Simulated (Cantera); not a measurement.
A closed system holds: 1 mol BF₃, 6.3 mol H₂O, a varied amount of N₂, equilibrated at 875 °C and 10.0 Torr.

Equilibrium computed with Cantera from the NASA thermochemical tables; the gas is ideal and each condensed phase is pure. Candidate condensed phases: B, BN, B₂O₃, B₃O₃H₃, H₂O; 62 gas species. Gases not in the tables: H₃BO₃. Rates play no part.

x: gas mole fraction; n: condensed amount in mol.

```csv
n(N₂) (mol),x N₂,x H₂O,x HF,x BF₃,n B₂O₃(l)
11,0.586,0.269,0.132,0.00750,0.352
30,0.794,0.132,0.0673,0.00291,0.355
48,0.860,0.0892,0.0461,0.00169,0.351
67,0.895,0.0664,0.0347,0.00112,0.346
85,0.915,[?],[?],[?],0.341
100,0.927,0.0459,0.0242,0.000662,0.336
120,0.938,[?],[?],[?],0.330
140,0.947,0.0334,0.0177,0.000417,0.324
160,0.953,0.0294,0.0156,0.000345,0.318
```

Complete the blanks.


- 120, x H₂O: 0.0387
- 120, x HF: 0.0205
- 120, x BF₃: 0.000516
- 85, x H₂O: 0.0534
- 85, x HF: 0.0281
- 85, x BF₃: 0.000822
